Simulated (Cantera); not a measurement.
Feed: 1 mol BN, 0.25 mol O₂, 0.39 mol H₂, equilibrated at 875 K and 510 Pa.

These are equilibrium values from Cantera (NASA tables, ideal gas, pure condensed phases), not measurements of a reactor. Candidate condensed phases: B, BN, B₂O₃, B₃O₃H₃, H₂O; 39 gas species. Equilibrium is a limit: real reactors are often held back by kinetics, nucleation or transport.

Base state: H₂ 0.700, N₂ 0.299, H₂O 0.000810 (mole fractions); condensed: BN(s) + B₂O₃(l).

What changes in the equilibrium state with this change: pressure from 510 Pa to 1900 Pa?


```
species         before    after
------------  --------  -------
H₂               0.700    0.700
N₂               0.299    0.299
H₂O           0.000810  0.00126
BN(s), mol       0.667    0.667
B₂O₃(l), mol     0.167    0.166
```
